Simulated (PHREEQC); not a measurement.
Solution (25 °C): 4.2 mmol/kgw NH4HF2, 0.081 mmol/kgw H2SiF6 and 2.5 mmol/kgw HBF4. Closed to the air; pH follows from the charge balance.

All values are PHREEQC results (ion-association model, phreeqc.dat), not measurements.

This is a speciation only: nothing precipitates in the calculation.

Problem. Order these F species by the share of F that they hold, largest first: BF4-, BF3OH-, HF, SiF6-2, F-.

Solution. BF4- (48 %), HF (30 %), F- (16 %), SiF6-2 (2.6 %), BF3OH- (2.3 %)

Problem. Order these B species by the share of B that they hold, largest first: BF3OH-, H3BO3, BF2(OH)2-, BF4-.

Solution. BF4- (90 %), BF3OH- (5.8 %), H3BO3 (2.8 %), BF2(OH)2- (1.4 %)

The pH is 2.86 and the ionic strength 0.00576 mol/kgw. SiF6-2 is the database's only silicon fluoride. Real BF4- forms and hydrolyses slowly; the run takes it at equilibrium.
